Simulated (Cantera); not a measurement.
Cantera run, input and output.

```python
import numpy as np
import cantera as ct

gas = ct.Solution("gri30.yaml")
gas.TPX = 1750, 100000, {'NO': 1, 'N2': 0.52}
inlet = ct.Reservoir(gas, clone=True)

reactor = ct.IdealGasConstPressureReactor(gas, energy="off", clone=False)
exhaust = ct.Reservoir(gas, clone=True)
tau = [19, 6.8, 2.3, 0.81, 0.28, 0.098, 0.034, 0.012, 0.0041, 0.0014, 0.00049][0]
for a, b in ((inlet, reactor), (reactor, exhaust)):
    ct.MassFlowController(a, b, mdot=lambda t: reactor.mass / tau)
net = ct.ReactorNet([reactor])
show = ['NO', 'N2O', 'O2', 'O', 'N2']

rows = []
print(f"{'tau/s':>10s}{'T/K':>9s}" + "".join(f"{s:>11s}" for s in show))
for tau in [19, 6.8, 2.3, 0.81, 0.28, 0.098, 0.034, 0.012, 0.0041, 0.0014, 0.00049]:
    net.initial_time = 0.0
    net.advance(30 * tau)
    before = gas.X
    net.advance(40 * tau)
    drift = np.max(np.abs(gas.X - before) / (gas.X + 1e-9))
    rows.append([gas.T, *gas[show].X, drift])
    print(f"{tau:10.3e}{gas.T:9.1f}" + "".join(f"{x:11.3e}" for x in gas[show].X))
```

Output:

```
     tau/s      T/K         NO        N2O         O2          O         N2
 1.900e+01   1750.0  2.386e-01  2.217e-05  2.090e-01  3.474e-05  5.516e-01
 6.800e+00   1750.0  3.569e-01  4.983e-05  1.498e-01  2.967e-05  4.924e-01
 2.300e+00   1750.0  4.836e-01  9.243e-05  8.636e-02  2.302e-05  4.290e-01
 8.100e-01   1750.0  5.744e-01  1.316e-04  4.105e-02  1.665e-05  3.836e-01
 2.800e-01   1750.0  6.244e-01  1.559e-04  1.622e-02  1.172e-05  3.587e-01
 9.800e-02   1750.0  6.454e-01  1.645e-04  5.836e-03  8.783e-06  3.482e-01
 3.400e-02   1750.0  6.534e-01  1.607e-04  1.915e-03  7.192e-06  3.442e-01
 1.200e-02   1750.0  6.562e-01  1.426e-04  5.547e-04  6.077e-06  3.428e-01
 4.100e-03   1750.0  6.573e-01  1.050e-04  1.086e-04  4.573e-06  3.423e-01
 1.400e-03   1750.0  6.577e-01  5.903e-05  1.095e-05  2.636e-06  3.422e-01
 4.900e-04   1750.0  6.578e-01  2.637e-05  8.188e-07  1.393e-06  3.421e-01
```

Model: GRI-Mech 3.0 (53 species, 325 reactions), integrated in Cantera.
